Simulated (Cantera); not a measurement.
A perfectly stirred reactor is fed with N₂O : N₂ = 1 : 0.1 (molar parts), at 0.0790 atm; it is held at 1500 K, and followed from long to short residence time.

Detailed kinetics in Cantera: GRI-Mech 3.0 (53 species, 325 reactions). GRI-Mech 3.0 was tuned for natural gas; its chemistry of N2O as a main component is partial and can be far from experiment. The temperature is held fixed by assumption; the heat of reaction is taken as removed at once.

Question: What does this change do: pressure from 0.0790 atm to 1.00 atm?

Answer: 
| quantity | before | after |
|---|---|---|
| x(N₂O) at τ = 16.0 s | 0.0109 | 0.00131 |
| x(NO) at τ = 16.0 s | 0.108 | 0.0225 |
| x(O₂) at τ = 16.0 s | 0.255 | 0.301 |
| x(N₂) at τ = 16.0 s | 0.626 | 0.675 |
| x(NO₂) at τ = 16.0 s | 8.56e-5 | 0.000148 |
| x(N₂O) at τ = 70.0 ms | 0.622 | 0.165 |
| x(NO) at τ = 70.0 ms | 0.0488 | 0.0958 |
| x(O₂) at τ = 70.0 ms | 0.0743 | 0.207 |
| x(N₂) at τ = 70.0 ms | 0.255 | 0.531 |
| x(NO₂) at τ = 70.0 ms | 2.57e-5 | 0.000630 |
